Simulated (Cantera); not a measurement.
## Transport properties of process gases

Gas mixture: 68.1 % CO2, 31.9 % O2, at 31000 Pa, frozen composition.

Cantera's kinetic-theory transport with the Lennard-Jones parameters of GRI-Mech 3.0, ideal gas; thermal conductivity in the multicomponent form.

| T (K) | ρ (kg/m³) | cp (J/kg/K) | μ (µPa s) | λ (mW/m/K) | Pr | D (cm²/s) CH3 | D (cm²/s) OH | D (cm²/s) N2 |
|---|---|---|---|---|---|---|---|---|
| 400 | 0.374 | 938.8 | 21.2 | 27.7 | 0.721 | 1.04 | 1.46 | 0.939 |
| 550 | 0.272 | 1031 | 27.6 | 39.2 | 0.725 | 1.83 | 2.54 | 1.64 |
| 700 | 0.214 | 1102 | 33.1 | 50.3 | 0.727 | 2.79 | 3.84 | 2.48 |
| 850 | 0.176 | 1156 | 38.2 | 60.7 | 0.728 | 3.89 | 5.34 | 3.46 |
| 1000 | 0.150 | 1198 | 42.9 | 70.5 | 0.728 | 5.13 | 7.01 | 4.55 |
| 1150 | 0.130 | 1228 | 47.2 | 79.7 | 0.728 | 6.49 | 8.86 | 5.75 |
| 1300 | 0.115 | 1254 | 51.3 | 88.4 | 0.728 | 7.98 | 10.9 | 7.05 |
| 1450 | 0.103 | 1274 | 55.2 | 96.8 | 0.728 | 9.58 | 13.0 | 8.46 |
D: mixture-averaged diffusion coefficient of that species in the mixture.
